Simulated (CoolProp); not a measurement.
Vapour-liquid equilibrium of R134a (1) + R227EA (2) at -18.35 °C; x and y are mole fractions of (1).

Computed with CoolProp (multi-fluid Helmholtz-energy mixture model, Tillner-Roth 1994 and Lemmon 2016; pair parameters Bell 2016).

| x | bubble pressure, mixture model (MPa) | bubble pressure, Raoult's law (MPa) | y, mixture model | y, Raoult's law |
|---|---|---|---|---|
| 0.05 | 0.09641 | 0.09531 | 0.083 | 0.075 |
| 0.125 | 0.1016 | 0.09903 | 0.195 | 0.180 |
| 0.2 | 0.1064 | 0.1028 | 0.293 | 0.277 |
| 0.275 | 0.1110 | 0.1065 | 0.381 | 0.368 |
| 0.35 | 0.1152 | 0.1102 | 0.461 | 0.452 |
| 0.425 | 0.1193 | 0.1139 | 0.534 | 0.531 |
| 0.5 | 0.1230 | 0.1176 | 0.602 | 0.605 |
| 0.575 | 0.1266 | 0.1214 | 0.666 | 0.675 |
| 0.65 | 0.1299 | 0.1251 | 0.727 | 0.740 |
| 0.725 | 0.1330 | 0.1288 | 0.786 | 0.802 |
| 0.8 | 0.1358 | 0.1325 | 0.844 | 0.860 |
| 0.875 | 0.1385 | 0.1363 | 0.902 | 0.915 |
| 0.95 | 0.1410 | 0.1400 | 0.960 | 0.967 |

The largest gap from Raoult's law is +4.7 % in bubble pressure, at x = 0.425. No azeotrope shows between x = 0.05 and 0.95.

The pair parameters rest on a limited set of measurements; away from them the model extrapolates.
